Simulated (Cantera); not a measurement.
Input (Python, Cantera) and output of one run.

```python
import numpy as np
import cantera as ct

gas_names = """
    H H2 H2S N NH NH2 NH3 N2 N2H2 N2H4 Pb PbS Pb2 S SH SN S2 S8
""".split()
cond_names = """
    Pb(cr) Pb(L) PbS(s) PbS(L) S(cr1) S(cr2) S(L)
""".split()


# ... load() reads the species with a 1 bar reference pressure and builds the phases ...
atoms = {
    'PbS': {'Pb': 1, 'S': 1},
    'H2': {'H': 2},
    'N2': {'N': 2},
}
top_T = {}  # K; cautious upper limits of use, not melting points


# ... equilibrate(T, P, feed) seeds the gas with the atoms and calls Mixture.equilibrate('TP', solver="vcs", rtol=1e-11, max_steps=5000) ...
results = []
P = 270  # Pa
for T in [875, 975, 1075, 1175, 1275, 1375, 1475, 1575, 1675, 1775, 1875, 1975, 2075, 2175]:
    for m in [4.9, 12, 19, 25, 32, 39, 46, 53, 59, 66, 73, 80, 87]:
        feed = {'PbS': 1, 'H2': 0.4, 'N2': m}  # mol
        mix = equilibrate(T, P, feed)
        results.append((T, P, feed, dict(zip(mix.species_names, mix.species_moles))))

for T, P, feed, n in results:
    print(f"{T:7g} {feed['N2']:10.4g}  " + (" + ".join(c for c in cond_names if n.get(c, 0) > 1e-12) or "gas only"))
```

Result:

```
    875        4.9  Pb(L) + PbS(s)
    875         12  PbS(s)
    875         19  PbS(s)
    875         25  PbS(s)
    875         32  PbS(s)
    875         39  PbS(s)
    875         46  PbS(s)
    875         53  PbS(s)
    875         59  PbS(s)
    875         66  PbS(s)
    875         73  PbS(s)
    875         80  PbS(s)
    875         87  PbS(s)
    975        4.9  PbS(s)
    975         12  PbS(s)
    975         19  PbS(s)
    975         25  PbS(s)
    975         32  PbS(s)
    975         39  PbS(s)
    975         46  PbS(s)
    975         53  PbS(s)
    975         59  gas only
    975         66  gas only
    975         73  gas only
    975         80  gas only
    975         87  gas only
   1075        4.9  gas only
   1075         12  gas only
   1075         19  gas only
   1075         25  gas only
   1075         32  gas only
   1075         39  gas only
   1075         46  gas only
   1075         53  gas only
   1075         59  gas only
   1075         66  gas only
   1075         73  gas only
   1075         80  gas only
   1075         87  gas only
   1175        4.9  gas only
   1175         12  gas only
   1175         19  gas only
   1175         25  gas only
   1175         32  gas only
   1175         39  gas only
   1175         46  gas only
   1175         53  gas only
   1175         59  gas only
   1175         66  gas only
   1175         73  gas only
   1175         80  gas only
   1175         87  gas only
   1275        4.9  gas only
   1275         12  gas only
   1275         19  gas only
   1275         25  gas only
   1275         32  gas only
   1275         39  gas only
   1275         46  gas only
   1275         53  gas only
   1275         59  gas only
   1275         66  gas only
   1275         73  gas only
   1275         80  gas only
   1275         87  gas only
   1375        4.9  gas only
   1375         12  gas only
   1375         19  gas only
   1375         25  gas only
   1375         32  gas only
   1375         39  gas only
   1375         46  gas only
   1375         53  gas only
   1375         59  gas only
   1375         66  gas only
   1375         73  gas only
   1375         80  gas only
   1375         87  gas only
   1475        4.9  gas only
   1475         12  gas only
   1475         19  gas only
   1475         25  gas only
   1475         32  gas only
   1475         39  gas only
   1475         46  gas only
   1475         53  gas only
   1475         59  gas only
   1475         66  gas only
   1475         73  gas only
   1475         80  gas only
   1475         87  gas only
   1575        4.9  gas only
   1575         12  gas only
   1575         19  gas only
   1575         25  gas only
   1575         32  gas only
   1575         39  gas only
   1575         46  gas only
   1575         53  gas only
   1575         59  gas only
   1575         66  gas only
   1575         73  gas only
   1575         80  gas only
   1575         87  gas only
   1675        4.9  gas only
   1675         12  gas only
   1675         19  gas only
   1675         25  gas only
   1675         32  gas only
   1675         39  gas only
   1675         46  gas only
   1675         53  gas only
   1675         59  gas only
   1675         66  gas only
   1675         73  gas only
   1675         80  gas only
   1675         87  gas only
   1775        4.9  gas only
   1775         12  gas only
   1775         19  gas only
   1775         25  gas only
   1775         32  gas only
   1775         39  gas only
   1775         46  gas only
   1775         53  gas only
   1775         59  gas only
   1775         66  gas only
   1775         73  gas only
   1775         80  gas only
   1775         87  gas only
   1875        4.9  gas only
   1875         12  gas only
   1875         19  gas only
   1875         25  gas only
   1875         32  gas only
   1875         39  gas only
   1875         46  gas only
   1875         53  gas only
   1875         59  gas only
   1875         66  gas only
   1875         73  gas only
   1875         80  gas only
   1875         87  gas only
   1975        4.9  gas only
   1975         12  gas only
   1975         19  gas only
   1975         25  gas only
   1975         32  gas only
   1975         39  gas only
   1975         46  gas only
   1975         53  gas only
   1975         59  gas only
   1975         66  gas only
   1975         73  gas only
   1975         80  gas only
   1975         87  gas only
   2075        4.9  gas only
   2075         12  gas only
   2075         19  gas only
   2075         25  gas only
   2075         32  gas only
   2075         39  gas only
   2075         46  gas only
   2075         53  gas only
   2075         59  gas only
   2075         66  gas only
   2075         73  gas only
   2075         80  gas only
   2075         87  gas only
   2175        4.9  gas only
   2175         12  gas only
   2175         19  gas only
   2175         25  gas only
   2175         32  gas only
   2175         39  gas only
   2175         46  gas only
   2175         53  gas only
   2175         59  gas only
   2175         66  gas only
   2175         73  gas only
   2175         80  gas only
   2175         87  gas only
```

Cantera equilibrium calculation (NASA polynomials, part measured and part estimated; ideal gas, pure solids and liquids).
